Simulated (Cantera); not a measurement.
Input: 1 mol HMDSO, 0.091 mol O₂, a varied amount of N₂, 0.053 mol O₃, at 625 K and 17000 Pa.

Points: n(N2) (mol) = 5.5, 6.8, 8.4, 10, 13, 16, 20, 24, 30, 37, 46, 57.

Cantera's Mixture.equilibrate('TP', solver="vcs", rtol=1e-11, max_steps=5000) on the NASA tables stopped like this:

```
 N2 6.145e-01  CH4 2.213e-01  H2 1.640e-01
   condensed (mol): C(gr) 2.719  SiO2(Lqz) 0.2273  Si2N2O(s) 0.8863
T = 625 K  P = 17000 Pa  n(N2) = 13 mol  gas = 17.93 mol
   x: N2 6.755e-01  CH4 1.774e-01  H2 1.469e-01
   condensed (mol): C(gr) 2.819  SiO2(Lqz) 0.2273  Si2N2O(s) 0.8863
T = 625 K  P = 17000 Pa  n(N2) = 16 mol  gas = 21.02 mol
   x: N2 7.190e-01  CH4 1.471e-01  H2 1.337e-01
   condensed (mol): C(gr) 2.908  SiO2(Lqz) 0.2273  Si2N2O(s) 0.8863
T = 625 K  P = 17000 Pa  n(N2) = 20 mol  gas = 25.12 mol
   x: N2 7.607e-01  H2 1.202e-01  CH4 1.189e-01
   condensed (mol): C(gr) 3.013  SiO2(Lqz) 0.2273  Si2N2O(s) 0.8863
ERROR: FAILURE its = 5001!

*******************************************************************************
CanteraError thrown by MultiPhase::equilibrate:
VCS solver failed. Return code: -1
*******************************************************************************
```

### Question
What got this run through?

### Answer
This is not unique; one that fits is The failure is numerical, not chemical. The same input converged with solver="gibbs", rtol=1e-10, max_steps=50000, and the result passed a check of the equilibrium conditions:
```
T = 625 K  P = 17000 Pa  n(N2) = 5.5 mol  gas = 10.15 mol
   x: N2 4.546e-01  CH4 3.414e-01  H2 2.037e-01
   condensed (mol): C(gr) 2.536  SiO2(Lqz) 0.2273  Si2N2O(s) 0.8863
T = 625 K  P = 17000 Pa  n(N2) = 6.8 mol  gas = 11.5 mol
   x: N2 5.139e-01  CH4 2.961e-01  H2 1.897e-01
   condensed (mol): C(gr) 2.594  SiO2(Lqz) 0.2273  Si2N2O(s) 0.8863
T = 625 K  P = 17000 Pa  n(N2) = 8.4 mol  gas = 13.17 mol
   x: N2 5.704e-01  CH4 2.537e-01  H2 1.756e-01
   condensed (mol): C(gr) 2.659  SiO2(Lqz) 0.2273  Si2N2O(s) 0.8863
T = 625 K  P = 17000 Pa  n(N2) = 10 mol  gas = 14.83 mol
   x: N2 6.145e-01  CH4 2.213e-01  H2 1.640e-01
   condensed (mol): C(gr) 2.719  SiO2(Lqz) 0.2273  Si2N2O(s) 0.8863
T = 625 K  P = 17000 Pa  n(N2) = 13 mol  gas = 17.93 mol
   x: N2 6.755e-01  CH4 1.774e-01  H2 1.469e-01
   condensed (mol): C(gr) 2.819  SiO2(Lqz) 0.2273  Si2N2O(s) 0.8863
T = 625 K  P = 17000 Pa  n(N2) = 16 mol  gas = 21.02 mol
   x: N2 7.190e-01  CH4 1.471e-01  H2 1.337e-01
   condensed (mol): C(gr) 2.908  SiO2(Lqz) 0.2273  Si2N2O(s) 0.8863
T = 625 K  P = 17000 Pa  n(N2) = 20 mol  gas = 25.12 mol
   x: N2 7.607e-01  H2 1.202e-01  CH4 1.189e-01
   condensed (mol): C(gr) 3.013  SiO2(Lqz) 0.2273  Si2N2O(s) 0.8863
T = 625 K  P = 17000 Pa  n(N2) = 24 mol  gas = 29.22 mol
   x: N2 7.911e-01  H2 1.097e-01  CH4 9.904e-02
   condensed (mol): C(gr) 3.106  SiO2(Lqz) 0.2273  Si2N2O(s) 0.8863
T = 625 K  P = 17000 Pa  n(N2) = 30 mol  gas = 35.34 mol
   x: N2 8.238e-01  H2 9.765e-02  CH4 7.842e-02
   condensed (mol): C(gr) 3.229  SiO2(Lqz) 0.2273  Si2N2O(s) 0.8863
T = 625 K  P = 17000 Pa  n(N2) = 37 mol  gas = 42.46 mol
   x: N2 8.505e-01  H2 8.708e-02  CH4 6.236e-02
   condensed (mol): C(gr) 3.352  SiO2(Lqz) 0.2273  Si2N2O(s) 0.8863
T = 625 K  P = 17000 Pa  n(N2) = 46 mol  gas = 51.6 mol
   x: N2 8.743e-01  H2 7.693e-02  CH4 4.868e-02
   condensed (mol): C(gr) 3.488  SiO2(Lqz) 0.2273  Si2N2O(s) 0.8863
T = 625 K  P = 17000 Pa  n(N2) = 57 mol  gas = 62.74 mol
   x: N2 8.944e-01  H2 6.778e-02  CH4 3.778e-02
   condensed (mol): C(gr) 3.63  SiO2(Lqz) 0.2273  Si2N2O(s) 0.8863
```

The gas is ideal and each condensed phase is pure. The feed counts by its element totals alone. N2 is the only nitrogen source here; it is nearly inert below about 1500 K, so the nitride shown seldom forms there in practice.
